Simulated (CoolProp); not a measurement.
Vapour-liquid equilibrium of R113 (1) + acetone (2) at 0.0389 MPa; x and y are mole fractions of (1).

Computed with CoolProp (multi-fluid Helmholtz-energy mixture model, Marx 1992 and Lemmon 2006; pair parameters Bell 2016).

| x | bubble temperature, mixture model (°C) | bubble temperature, Raoult's law (°C) | y, mixture model | y, Raoult's law |
|---|---|---|---|---|
| 0.05 | 27.7 | 30.1 | 0.154 | 0.070 |
| 0.15 | 23.8 | 29.1 | 0.345 | 0.202 |
| 0.25 | 21.5 | 28.1 | 0.455 | 0.325 |
| 0.35 | 20.1 | 27.1 | 0.527 | 0.438 |
| 0.45 | 19.3 | 26.2 | 0.580 | 0.543 |
| 0.55 | 18.9 | 25.3 | 0.625 | 0.640 |
| 0.65 | 18.6 | 24.4 | 0.670 | 0.731 |
| 0.75 | 18.7 | 23.5 | 0.723 | 0.815 |
| 0.85 | 19.1 | 22.7 | 0.796 | 0.893 |
| 0.95 | 20.3 | 21.8 | 0.911 | 0.966 |

The largest gap from Raoult's law is -7.0 K in bubble temperature, at x = 0.35. y crosses x between x = 0.65 and 0.75: the model has an azeotrope there.

Pair parameters are fitted to limited data, so mixtures are less certain than the pure fluids.
